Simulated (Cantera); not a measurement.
A perfectly stirred reactor is fed with CH₄ : H₂O = 1 : 1.2 (molar parts), at 16500 Torr; it is held at 1400 K, and followed from long to short residence time.

Detailed kinetics in Cantera: GRI-Mech 3.0 (53 species, 325 reactions). The pressure lies above the range GRI-Mech 3.0 was tuned for (to about 10 atm).

x: mole fraction; the columns are a selection and need not sum to one.

| τ (s) | x CH₄ | x H₂O | x C₂H | x CO | x CO₂ |
|---|---|---|---|---|---|
| 1.5 | 0.332 | 0.491 | 2.99e-11 | … | 0.00532 |
| 0.48 | 0.348 | 0.510 | 3.03e-11 | … | 0.00121 |
| 0.15 | 0.394 | 0.527 | 1.80e-11 | … | 0.000110 |
| 0.048 | 0.431 | 0.539 | 6.41e-12 | … | 7.36e-6 |
| 0.015 | 0.447 | 0.544 | <1e-12 | … | 4.08e-7 |
| 0.0048 | 0.452 | 0.545 | <1e-12 | … | 1.77e-8 |
| 0.0015 | 0.454 | 0.545 | <1e-12 | … | 3.79e-10 |
| 0.00049 | 0.454 | 0.545 | <1e-12 | … | 6.94e-12 |
| 0.00015 | 0.454 | 0.545 | <1e-12 | 8.26e-10 | <1e-12 |

Fill in the missing entries.


- 1.5, x CO: 0.00512
- 0.48, x CO: 0.00212
- 0.15, x CO: 0.000577
- 0.048, x CO: 0.000119
- 0.015, x CO: 2.12e-5
- 0.0048, x CO: 3.16e-6
- 0.0015, x CO: 2.51e-7
- 0.00049, x CO: 1.58e-8
